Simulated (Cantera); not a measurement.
CuO + H2 + N2 (hydrogen reduction and annealing atmospheres)

Charge: 1 mol CuO, a varied amount of H2, 3.7 mol N2, equilibrated at 1200 °C and 0.000210 bar.

Equilibrium computed with Cantera from the NASA thermochemical tables; the gas is ideal and each condensed phase is pure. Candidate condensed phases: Cu, CuO, Cu(OH)2, Cu2O, H2O; 27 gas species. Kinetics and transport are ignored.

```tsv
n(H2) (mol)	x H2	x N2	x H2O	x Cu	n Cu(l)
4.5	0.416	0.440	0.119	0.0247	0.792
6.3	0.516	0.361	0.0975	0.0247	0.746
8.9	0.611	0.286	0.0774	0.0247	0.680
13	0.700	0.216	0.0584	0.0247	0.576
18	0.763	0.166	0.0449	0.0247	0.450
25	0.815	0.126	0.0340	0.0247	0.272
35	0.856	0.0932	0.0252	0.0247	0.0185
49	0.893	0.0689	0.0186	0.0186	0
```
x: gas mole fraction; n: condensed amount in mol.

From 4.5 mol H2 to 35 mol H2 the condensed part is Cu(l). At 49 mol H2 nothing is condensed. The main Cu-bearing gas is Cu throughout. The share of Cu in condensed phases is highest at 4.5 mol H2 (79.2 %) and lowest at 49 mol H2 (0.0 %).
